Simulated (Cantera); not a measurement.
Input (Python, Cantera) and output of one run.

```python
import numpy as np
import cantera as ct

gas_names = """
    CL CLF CLF3 CL2 F F2 H HCL HF H2 H2F2 H3F3 H4F4 H5F5 H6F6 H7F7 N NF NF2 NF3 NH NH2 NH3 N2 N2H2 N2H4
    Si SiCL SiCL2 SiCL3 SiCL4 SiF SiF2 SiF3 SiF4 SiH SiHCL3 SiHF3 SiH2 SiH2CL2 SiH2F2 SiH3 SiH3CL SiH3F
    SiH4 SiN Si2 Si2N Si3
""".split()
cond_names = """
    NH4CL(a) NH4CL(b) Si(cr) Si(L) Si3N4(a)
""".split()


def load(file, names, dense=False):
    # The tables refer to 1 bar. Condensed volumes are neglected.
    table = {s.name: s for s in ct.Species.list_from_file(file)}
    out = []
    for n in names:
        d = dict(table[n].input_data)
        d["thermo"] = dict(d["thermo"], **{"reference-pressure": 1e5})
        if dense:
            d["equation-of-state"] = {"model": "constant-volume", "density": "1e6 g/cm^3"}
        out.append(ct.Species.from_dict(d))
    return out


gas = ct.Solution(thermo="ideal-gas", species=load("nasa_gas.yaml", gas_names))
cond = {s.name: ct.Solution(thermo="fixed-stoichiometry", species=[s], name=s.name)
        for s in load("nasa_condensed.yaml", cond_names, dense=True)}
atoms = {
    'Si': {'Si': 1},
    'HCl': {'H': 1, 'CL': 1},
    'N2': {'N': 2},
    'HF': {'H': 1, 'F': 1},
}
top_T = {'Si3N4(a)': 2400}  # K; cautious upper limits of use, not melting points


def equilibrate(T, P, feed):
    n = {}
    for name, mol in feed.items():
        for a, k in atoms[name].items():
            n[a] = n.get(a, 0.0) + k * mol
    gas.TPX = T, P, n
    mass = sum(n.values()) * gas.mean_molecular_weight
    gas.equilibrate("TP")
    valid = [c for c in cond.values() if c.min_temp <= T <= top_T.get(c.name, c.max_temp)]
    mix = ct.Mixture([(gas, mass / gas.mean_molecular_weight)] + [(c, 0.0) for c in valid])
    mix.T, mix.P = T, P
    mix.equilibrate("TP", solver="vcs", rtol=1e-11, max_steps=5000)
    return mix


results = []
feed = {'Si': 1, 'HCl': 3, 'N2': 5.7, 'HF': 0.81}  # mol
P = 730  # Pa
for T in [875, 950, 1025, 1100, 1175, 1250, 1325, 1400, 1475, 1550, 1625, 1700]:
    mix = equilibrate(T, P, feed)
    results.append((T, P, feed, dict(zip(mix.species_names, mix.species_moles))))

top = {s: max(r[3][s] / sum(r[3][g] for g in gas_names) for r in results) for s in gas_names}
cols = sorted((s for s in top if top[s] > 0.001), key=lambda s: -top[s])[:7]
seen = [c for c in cond_names if any(r[3].get(c, 0) > 1e-12 for r in results)]
print("log10 of partial pressures in bar; condensed amounts in mol")
print(f"{'T/K':>10s}" + "".join(f"{s[:9]:>10s}" for s in cols + seen))
for T, P, feed, n in results:
    ng = sum(n[g] for g in gas_names)
    print(f"{T:10.4g}" + "".join(f"{np.log10(max(n[s] / ng * P / 1e5, 1e-99)):10.3f}" for s in cols)
          + "".join(f"{n.get(c, 0):10.4g}" for c in seen))
```

Result:

```
log10 of partial pressures in bar; condensed amounts in mol
       T/K        N2       HCL        H2     SiCL2     SiCL4      SiF4      SiF3  Si3N4(a)
       875    -2.348    -2.789    -3.104    -9.852    -3.651    -3.770    -8.826    0.1771
       950    -2.349    -2.769    -3.126    -8.538    -3.690    -3.770    -7.947    0.1846
      1025    -2.350    -2.754    -3.145    -7.420    -3.725    -3.772    -7.199    0.1907
      1100    -2.352    -2.743    -3.161    -6.459    -3.759    -3.773    -6.554    0.1955
      1175    -2.352    -2.734    -3.174    -5.627    -3.796    -3.777    -5.995    0.1985
      1250    -2.353    -2.730    -3.183    -4.907    -3.847    -3.784    -5.507    0.1976
      1325    -2.354    -2.736    -3.182    -4.298    -3.947    -3.800    -5.083    0.1866
      1400    -2.354    -2.762    -3.161    -3.819    -4.161    -3.835    -4.720    0.1544
      1475    -2.353    -2.823    -3.114    -3.493    -4.558    -3.904    -4.424   0.09621
      1550    -2.351    -2.918    -3.055    -3.297    -5.110    -4.030    -4.205   0.02449
      1625    -2.352    -2.947    -3.045    -3.251    -5.584    -4.178    -4.104         0
      1700    -2.353    -2.938    -3.058    -3.253    -5.966    -4.342    -4.068         0
```

Method: chemical equilibrium by Gibbs-energy minimisation in Cantera with the NASA 1993 tables (ideal gas, pure condensed phases). N2 is the only nitrogen source here; it is nearly inert below about 1500 K, so the nitride shown seldom forms there in practice. The tables' values for SiF3, SiF2, SiCl3, SiCl, SiF are old estimates; treat these amounts as uncertain.
